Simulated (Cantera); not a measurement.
**Diamond growth**

A diamond (100) surface in a fixed gas of H2 with x(CH4) = 0.0027, x(H) = 0.00026, x(CH3) = 2.1e-05, 13000 Pa; coverages are run to steady state.

Cantera simulation using the Harris–Goodwin 1993 mechanism for the reconstructed diamond (100) surface; the numbers are that mechanism's predictions, not measurements.

```csv
T (K),growth (µm/h),θ c6HH,θ c6H*,θ c6*H,θ c6**,θ c6HM
900,0.745,0.645,0.00959,0.268,0.00355,0.0594
975,0.971,0.600,0.0150,0.330,0.00602,0.0370
1050,0.785,0.565,0.0214,0.382,0.00871,0.0156
1125,0.363,0.539,0.0278,0.416,0.0109,0.00369
1200,0.169,0.525,0.0334,0.428,0.0119,0.000689
1275,0.112,0.527,0.0379,0.422,0.0120,0.000131
1350,0.0692,0.543,0.0410,0.404,0.0113,2.65e-5
```
θ: site fractions in the mechanism's names (c6HH fully hydrogenated, c6H* and c6*H radical sites, c6** diradical, c6HM methylated).
